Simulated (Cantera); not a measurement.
Cantera run:

```python
import numpy as np
import cantera as ct

gas_names = """
    CL CL2 H HCL H2 Si SiCL SiCL2 SiCL3 SiCL4 SiH SiHCL3 SiH2 SiH2CL2 SiH3 SiH3CL SiH4 Si2 Si3
""".split()
cond_names = """
    Si(cr) Si(L)
""".split()


# ... load() reads the species with a 1 bar reference pressure and builds the phases ...
atoms = {
    'Si': {'Si': 1},
    'HCl': {'H': 1, 'CL': 1},
    'H2': {'H': 2},
}
top_T = {}  # K; cautious upper limits of use, not melting points


# ... equilibrate(T, P, feed) seeds the gas with the atoms and calls Mixture.equilibrate('TP', solver="vcs", rtol=1e-11, max_steps=5000) ...
results = []
feed = {'Si': 1, 'HCl': 4.5, 'H2': 14}  # mol
P = 100000  # Pa
for T in [925, 1000, 1075, 1150, 1225, 1300, 1375, 1450]:
    mix = equilibrate(T, P, feed)
    results.append((T, P, feed, dict(zip(mix.species_names, mix.species_moles))))

top = {s: max(r[3][s] / sum(r[3][g] for g in gas_names) for r in results) for s in gas_names}
cols = sorted((s for s in top if top[s] > 1e-06), key=lambda s: -top[s])[:5]
seen = [c for c in cond_names if any(r[3].get(c, 0) > 1e-12 for r in results)]
print("log10 of partial pressures in bar; condensed amounts in mol")
print(f"{'T/K':>10s}" + "".join(f"{s[:9]:>10s}" for s in cols + seen))
for T, P, feed, n in results:
    ng = sum(n[g] for g in gas_names)
    print(f"{T:10.4g}" + "".join(f"{np.log10(max(n[s] / ng * P / 1e5, 1e-99)):10.3f}" for s in cols)
          + "".join(f"{n.get(c, 0):10.4g}" for c in seen))
```

Output:

```
log10 of partial pressures in bar; condensed amounts in mol
       T/K        H2       HCL     SiCL4     SiCL2    SiHCL3
       925    -0.041    -1.471    -1.284    -6.089    -2.294
      1000    -0.043    -1.428    -1.314    -4.940    -2.081
      1075    -0.045    -1.378    -1.354    -3.996    -1.927
      1150    -0.048    -1.322    -1.406    -3.222    -1.824
      1225    -0.052    -1.255    -1.476    -2.606    -1.779
      1300    -0.057    -1.175    -1.576    -2.147    -1.799
      1375    -0.064    -1.090    -1.720    -1.825    -1.890
      1450    -0.072    -1.014    -1.922    -1.611    -2.045
```

These are equilibrium values from Cantera (NASA tables, ideal gas, pure condensed phases), not measurements of a reactor. The tables' values for SiCl3 are old estimates; treat these amounts as uncertain.
